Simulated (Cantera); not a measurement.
Feed: 1 mol Si, 0.0077 mol O2, 230 mol N2, 0.16 mol NH3, at 750 K and 31.0 Pa.

Method: chemical equilibrium by Gibbs-energy minimisation in Cantera with the NASA 1993 tables (ideal gas, pure condensed phases). Candidate condensed phases: H2O, Si, SiO2, Si2N2O, Si3N4; 35 gas species. Rates play no part.

Problem. What is the equilibrium state?

Solution. 
| Property | Value |
|---|---|
| x(N2) | 0.999 |
| x(H2) | 0.00105 |
| n(Si2N2O(s)) | 0.0154 mol |
| n(Si3N4(s)) | 0.323 mol |
| gas amount | 229.7 mol |
| log10 activity of Si(s) (absent) | -9.19 |
